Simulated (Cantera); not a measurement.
**Ammonia decomposition in nitride growth gas**

A perfectly stirred reactor is fed with NH3 : N2 = 1 : 1.6 (molar parts), at 22.5 Torr; it is held at 2250 K, and followed from long to short residence time.

Cantera simulation using the gas-phase N/H chemistry of the illustrative SiF4/NH3 mechanism in the Surface Chemkin manual (1991); the numbers are that mechanism's predictions, not measurements. Walls and surfaces, which speed up NH3 decomposition in real reactors, are not modelled.

```csv
τ (s),x NH3,x H,x H2,x N2H2,x N
0.67,0.0396,0.00135,0.372,6.38e-7,6.52e-6
0.35,0.0686,0.00105,0.341,1.19e-6,6.55e-6
0.18,0.112,0.000791,0.294,2.13e-6,6.45e-6
0.091,0.171,0.000558,0.230,3.52e-6,6.08e-6
0.047,0.233,0.000373,0.163,5.12e-6,5.32e-6
0.024,0.289,0.000233,0.102,6.65e-6,4.13e-6
0.012,0.331,0.000135,0.0566,7.68e-6,2.66e-6
0.0063,0.355,7.70e-5,0.0300,7.86e-6,1.47e-6
0.0032,0.370,3.95e-5,0.0140,7.03e-6,6.70e-7
0.0016,0.378,1.82e-5,0.00568,5.06e-6,2.62e-7
```
x: mole fraction; the columns are a selection and need not sum to one.
